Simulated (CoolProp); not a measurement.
The numbers come from the reference Helmholtz-energy equation of state, Span 1996 in CoolProp.

For carbon dioxide, give the phase and the density (kg/m³), cv (kJ/(kg K)), conductivity (mW/(m K)), Prandtl number at 222.6 K and 6.15 MPa; 222.6 K and 18.4 MPa.


- 222.6 K and 6.15 MPa: liquid; density 1170, cv 0.973, conductivity 174, Prandtl number 2.66
- 222.6 K and 18.4 MPa: liquid; density 1190, cv 0.984, conductivity 184, Prandtl number 2.68

Viscosity comes from a separate model (Laesecke 2017). Thermal conductivity comes from a separate model (Huber 2016).
